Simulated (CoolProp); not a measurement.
The numbers come from the reference Helmholtz-energy equation of state, Zhou 2016 in CoolProp.

Question: Give the vapour pressure (MPa), vapour density (kg/m³), enthalpy of vaporisation (kJ/kg), liquid cp (kJ/(kg K)) of saturated R245ca at -12.15, -0.05 °C.

Answer: 
```json
[
 {"T (°C)": "-12.15", "p (MPa)": "0.0184", "vapour density (kg/m³)": "1.15", "enthalpy of vaporisation (kJ/kg)": "225", "liquid cp (kJ/(kg K))": "1.33"},
 {"T (°C)": "-0.05", "p (MPa)": "0.0340", "vapour density (kg/m³)": "2.04", "enthalpy of vaporisation (kJ/kg)": "218", "liquid cp (kJ/(kg K))": "1.35"}
]
```
